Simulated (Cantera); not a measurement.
Ignition delay

Mixture: CH4 : CO : O2 : N2 = 1 : 0.16 : 2.14 : 8.06 (molar parts), equivalence ratio 0.97, at 2.70 bar, adiabatic and at constant pressure. Ignition delay is the time to a rise of 400 K.

Model: GRI-Mech 3.0 (53 species, 325 reactions), integrated in Cantera.

```csv
T0 (K),delay (ms)
1075,139
1125,63.0
1175,30.0
1225,14.8
1275,7.60
1325,4.03
1375,2.21
1425,1.24
1475,0.724
1525,0.434
```

| Item | Value |
|---|---|
| apparent activation energy between 1425 and 1525 K | 190 kJ/mol |
